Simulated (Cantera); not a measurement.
A perfectly stirred reactor is fed with C3H8 : O2 : N2 = 1 : 11.1 : 41.8 (molar parts), equivalence ratio 0.45, at 0.520 bar; it is adiabatic with a 325 K inlet, and is followed from long to short residence time, starting on the burning branch (τ in s: 0.088, 0.028, 0.0092, 0.003, 0.00095, 0.00031, 9.9e-05, 3.2e-05, 1e-05).

Detailed kinetics in Cantera: GRI-Mech 3.0 (53 species, 325 reactions). GRI-Mech 3.0 was tuned for natural gas; its chemistry of propane as a main component is partial and can be far from experiment.

Q: What does this change do: 2.8 parts H2 added?

A: 
```tsv
quantity	before	after
blow-out, bracketed by the residence times tried	burning at 3.00 ms, out at 0.950 ms	burning at 0.310 ms, out at 99.0 µs
x(C3H8) at τ = 88.0 ms	4.95e-6	1.16e-6
x(O2) at τ = 88.0 ms	0.111	0.0832
x(NO2) at τ = 88.0 ms	5.19e-9	1.20e-8
x(CH2) at τ = 88.0 ms	2.12e-8	3.27e-8
x(OH) at τ = 88.0 ms	0.000570	0.00175
x(C3H8) at τ = 0.950 ms	0.0186	2.33e-5
x(O2) at τ = 0.950 ms	0.206	0.0869
x(NO2) at τ = 0.950 ms	<1e-12	2.12e-9
x(CH2) at τ = 0.950 ms	<1e-12	9.52e-7
x(OH) at τ = 0.950 ms	<1e-12	0.00426
```
